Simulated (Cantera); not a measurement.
Input: 1 mol Si, 13 mol HCl, 0.25 mol N2, held at 1650 K and 0.133 bar.

Equilibrium computed with Cantera from the NASA thermochemical tables; the gas is ideal and each condensed phase is pure. Candidate condensed phases: NH4Cl, Si, Si3N4; 28 gas species. The tables' values for SiCl3 are old estimates; treat these amounts as uncertain. Equilibrium is a limit: real reactors are often held back by kinetics, nucleation or transport.

Problem. What is the equilibrium state?

Solution. 
| Item | Value |
|---|---|
| x(HCl) | 0.777 |
| x(H2) | 0.124 |
| x(SiCl4) | 0.0355 |
| x(SiCl2) | 0.0231 |
| x(N2) | 0.0197 |
| x(SiCl3) | 0.0193 |
| x(SiHCl3) | 0.000954 |
| x(Cl) | 0.000430 |
| x(H) | 8.77e-5 |
| gas amount | 12.67 mol |
| log10 activity of Si(s) (absent) | -2.87 |
